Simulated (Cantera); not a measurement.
# Equilibrium for oxide etching and cleaning by halides: MgO + HF

A closed system holds: 1 mol MgO, a varied amount of HF, at 0.0240 bar.

These are equilibrium values from Cantera (NASA tables, ideal gas, pure condensed phases), not measurements of a reactor. Candidate condensed phases: H2O, Mg, MgF2, MgO, Mg(OH)2; 31 gas species. Mutual solubility and eutectic melting of coexisting phases are not modelled. Rates play no part.

Stable condensed phases:

```
T in K \ n(HF) in mol
         1.7 2.1 2.5   3 3.7 4.5 5.5 6.7 8.2  10  12
   1625    A   A   A   A   A   A   A   A   A   A   B
   1525    A   A   A   A   A   A   A   A   B   B   B
   1425    A   A   A   A   A   B   B   B   B   B   B
   1325    A   A   A   B   B   B   B   B   B   B   B
   1225    A   A   B   B   B   B   B   B   B   B   B
   1125    A   A   B   B   B   B   B   B   B   B   B
   1025    A   B   B   B   B   B   B   B   B   B   B
    925    A   B   B   B   B   B   B   B   B   B   B
    825    A   B   B   B   B   B   B   B   B   B   B
```

A: MgF2 + MgO; B: MgF2.
